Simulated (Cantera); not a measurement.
A perfectly stirred reactor is fed with CH4 : O2 : N2 = 1 : 1.82 : 17.6 (molar parts), equivalence ratio 1.1, at 0.280 bar; it is adiabatic with a 425 K inlet, and is followed from long to short residence time, starting on the burning branch (τ in s: 0.22, 0.11, 0.051, 0.025, 0.012, 0.0057, 0.0027, 0.0013, 0.00063, 0.0003, 0.00014, 6.9e-05, 3.3e-05).

Detailed kinetics in Cantera: GRI-Mech 3.0 (53 species, 325 reactions).

What does this change do: N2 17.6 to 28 parts?


```tsv
quantity	before	after
blow-out, bracketed by the residence times tried	burning at 25.0 ms, out at 12.0 ms	not reached
x(CH4) at τ = 0.220 s	5.09e-5	0.0324
x(O2) at τ = 0.220 s	0.000472	0.0591
x(HCN) at τ = 0.220 s	6.36e-6	<1e-12
x(CH2O) at τ = 0.220 s	2.42e-6	<1e-12
x(NO2) at τ = 0.220 s	1.51e-10	<1e-12
x(CH4) at τ = 2.70 ms	0.0490	0.0324
x(O2) at τ = 2.70 ms	0.0891	0.0591
x(HCN) at τ = 2.70 ms	<1e-12	<1e-12
x(CH2O) at τ = 2.70 ms	<1e-12	<1e-12
x(NO2) at τ = 2.70 ms	<1e-12	<1e-12
state	not reached	not burning at any residence time tried
```
